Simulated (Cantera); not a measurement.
A closed system holds: 1 mol Ti, 0.36 mol O2, 52 mol H2, at 5330 Torr.

Method: chemical equilibrium by Gibbs-energy minimisation in Cantera with the NASA 1993 tables (ideal gas, pure condensed phases). Candidate condensed phases: H2O, Ti, TiO, TiO2, Ti2O3, Ti3O5, Ti4O7; 12 gas species. Mutual solubility and eutectic melting of coexisting phases are not modelled. TiO: taken at fixed stoichiometry. Condensed phases not in the tables: N, O or C dissolved in the metal. The numbers say what is thermodynamically allowed, not how fast it happens.

x: gas mole fraction; n: condensed amount in mol.

```tsv
T (K)	x H2	x H	x H2O	x Ti	x TiO	n Ti(α)	n TiO(s)	n Ti(β)	n Ti(l)
1000	1.00	8.52e-10	<1e-12	<1e-12	<1e-12	0.280	0.720	0	0
1100	1.00	9.70e-9	…	<1e-12	<1e-12	0.280	0.720	0	0
1200	1.00	7.41e-8	…	<1e-12	<1e-12	0	0.720	0.280	0
1300	1.00	4.15e-7	…	<1e-12	<1e-12	0	0.720	0.280	0
1400	1.000	1.83e-6	…	1.09e-11	<1e-12	0	0.720	0.280	0
1500	1.000	6.61e-6	…	1.52e-10	1.28e-12	0	0.720	0.280	0
1600	1.000	2.04e-5	…	1.51e-9	2.20e-11	0	0.720	0.280	0
1700	1.000	5.53e-5	…	1.15e-8	2.67e-10	0	0.720	0.280	0
1800	1.000	0.000134	…	6.89e-8	2.42e-9	0	0.720	0.280	0
1900	1.000	0.000298	…	3.42e-7	1.72e-8	0	0.720	0.280	0
2000	0.999	0.000610	…	1.40e-6	9.96e-8	0	0.720	0	0.280
```

Question: Fill in the missing entries.

Answer: 
- 1100, x H2O: 1.32e-12
- 1200, x H2O: 1.86e-11
- 1300, x H2O: 1.73e-10
- 1400, x H2O: 1.13e-9
- 1500, x H2O: 5.69e-9
- 1600, x H2O: 2.32e-8
- 1700, x H2O: 7.92e-8
- 1800, x H2O: 2.35e-7
- 1900, x H2O: 6.15e-7
- 2000, x H2O: 1.49e-6
